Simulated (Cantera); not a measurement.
A closed system holds: 1 mol Si3N4, 2 mol CO2, 15 mol H2, equilibrated at 100 Torr.

Equilibrium computed with Cantera from the NASA thermochemical tables; the gas is ideal and each condensed phase is pure. Candidate condensed phases: C, C6H6, C7H8, C8H18, H2O, Si, SiC, SiO2, Si2N2O, Si3N4; 151 gas species. Mutual solubility and eutectic melting of coexisting phases are not modelled. The tables' values for SiN are old estimates; treat these amounts as uncertain. Gases not in the tables: Si2H6 and higher silanes. Equilibrium is a limit: real reactors are often held back by kinetics, nucleation or transport.

Problem. At 1900 °C, list the 4 most abundant gas species with their mole fractions, and the condensed phases.

Solution. H2 0.702, SiO 0.110, N2 0.0941, CO 0.0794. Condensed: Si(l) + SiC(s).
